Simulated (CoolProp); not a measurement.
Properties of hydrogen sulfide at several states (Tc = 100.0 °C, pc = 8.999 MPa, ω = 0.101).

Values from CoolProp's reference Helmholtz-energy equation of state, Lemmon 2006. It is a short technical equation, of lower accuracy than the large ones.

| T (°C) | p (MPa) | phase | density (kg/m³) | cv (kJ/(kg K)) | speed of sound (m/s) | Joule-Thomson coefficient (K/MPa) |
|---|---|---|---|---|---|---|
| 84.65 | 9.05 | liquid | 601.5 | 1.063 | 501.5 | 1.101 |
| 281.55 | 0.0163 | gas | 0.1205 | 0.8767 | 415.9 | 4.430 |
| 33.25 | 0.173 | gas | 2.343 | 0.7673 | 312.1 | 16.18 |
| 144.75 | 0.0303 | gas | 0.2974 | 0.8075 | 364.2 | 8.138 |
